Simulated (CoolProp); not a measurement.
Normal hydrogen along the isotherm 39.6 K: density (kg/m³) from the reference equation and from simpler models built on Tc = 33.1 K, pc = 1296 kPa, ω = -0.219; each cubic takes its own stable root.

The numbers come from the reference Helmholtz-energy equation of state, Leachman 2009 in CoolProp.

```tsv
p (kPa)	phase	reference
54	gas	0.3334
108	gas	0.6726
162	gas	1.018
216	gas	1.369
270	gas	1.727
324	gas	2.092
378	gas	2.464
432	gas	2.844
486	gas	3.231
540	gas	3.627
594	gas	4.031
648	gas	4.445
```

**Question.** How far does each simpler model (Redlich-Kwong, Soave-Redlich-Kwong, Peng-Robinson) lie from the reference over these 12 states: mean and median of the absolute difference, and the worst?

**Answer.** 
- Redlich-Kwong: mean 0.1 %, median 0.1 %, worst -0.3 % at 39.6 K and 648 kPa
- Soave-Redlich-Kwong: mean 0.5 %, median 0.5 %, worst +1.0 % at 39.6 K and 648 kPa
- Peng-Robinson: mean 1.5 %, median 1.5 %, worst +2.8 % at 39.6 K and 648 kPa
